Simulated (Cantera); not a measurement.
Input: 1 mol N2O, 0.7 mol O2, 0.89 mol H2, 0.096 mol SO2, held at 1000 Pa.

Cantera equilibrium calculation (NASA polynomials, part measured and part estimated; ideal gas, pure solids and liquids). Candidate condensed phases: H2O, H2SO4, S; 35 gas species. Rates play no part. All values below are at 2673 K.

Base state: N2 0.287, O2 0.176, O 0.135, H2O 0.130, H 0.103, OH 0.0827, H2 0.0403, SO2 0.0208 (mole fractions); condensed: gas only.

Task: What changes in the equilibrium state with this change: N2O replaced by S?

Result: 
```tsv
species	before	after
SO	0.00703	0.223
H	0.103	0.202
H2	0.0403	0.156
N2	0.287	0
O2	0.176	0.00794
NO	0.0169	0
S	0.000558	0.0835
SO2	0.0208	0.140
O	0.135	0.0287
OH	0.0827	0.0345
H2O	0.130	0.106
S2	4.16e-7	0.00932
S2O	3.18e-8	0.000151
H2S	3.90e-7	0.000226
SH	2.82e-5	0.00829
```

Task: What changes in the equilibrium state with this change: pressure from 1000 Pa to 1700 Pa?

Result: 
```csv
species,before,after
N2,0.287,0.300
O2,0.176,0.191
H2O,0.130,0.160
H,0.103,0.0752
O,0.135,0.108
SO2,0.0208,0.0235
H2,0.0403,0.0366
NO,0.0169,0.0180
OH,0.0827,0.0819
S,0.000558,0.000343
SH,2.82e-5,2.16e-5
```
